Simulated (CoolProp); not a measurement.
A single-stage vapour-compression cycle with R141b: evaporating at 264.15 K (dew point), condensing at 318.15 K (bubble point), superheat 5 K, subcooling 2 K, compressor efficiency 0.7, no pressure losses. Each further row changes one setting.

Values from CoolProp's reference Helmholtz-energy equation of state, Lemmon 2006. It is a short technical equation, of lower accuracy than the large ones.

```csv
case,cooling COP,pressure ratio,discharge temperature (K),refrigerating effect (kJ/kg),volumetric capacity (kJ/m³)
as stated,2.92,8.53,354.3,186,180
evaporating temperature 269.15 K,3.33,6.70,350.1,189,229
condensing temperature 313.15 K,3.28,7.25,347.6,192,186
subcooling 7 K,3.01,8.53,354.3,192,186
superheat 15 K,2.92,8.53,365.5,193,180
compressor efficiency 0.6,2.50,8.53,366.5,186,180
```
